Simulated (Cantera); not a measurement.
Cantera with NASA thermochemical tables; ideal gases at 1 bar, condensed phases pure. Values are per mole of reaction as written; species without (g) are pure solids or liquids, kept so even where they would boil at 1 bar.

TaO₂(g) + 2 CO(g) → 2 CO₂(g) + Ta

```tsv
T (K)	ΔH° (kJ)	ΔS° (J/K)	ΔG° (kJ)	log10 K
1073	-358.3	-197.6	-146.3	7.12
1273	-355.0	-194.8	-107.0	4.39
1473	-351.5	-192.3	-68.3	2.42
1673	-347.7	-189.8	-30.1	0.94
1873	-343.7	-187.6	7.6	-0.21
2073	(withheld)	(withheld)	(withheld)	(withheld)
2273	(withheld)	(withheld)	(withheld)	(withheld)
2473	(withheld)	(withheld)	(withheld)	(withheld)
2673	-324.8	-179.2	154.3	-3.01
2873	-319.2	-177.2	189.9	-3.45
```

Problem. Complete the blanks.

Solution. 
- 2073, ΔH° (kJ): -339.3
- 2073, ΔS° (J/K): -185.4
- 2073, ΔG° (kJ): 44.9
- 2073, log10 K: -1.13
- 2273, ΔH° (kJ): -334.8
- 2273, ΔS° (J/K): -183.3
- 2273, ΔG° (kJ): 81.8
- 2273, log10 K: -1.88
- 2473, ΔH° (kJ): -329.9
- 2473, ΔS° (J/K): -181.2
- 2473, ΔG° (kJ): 118.2
- 2473, log10 K: -2.50
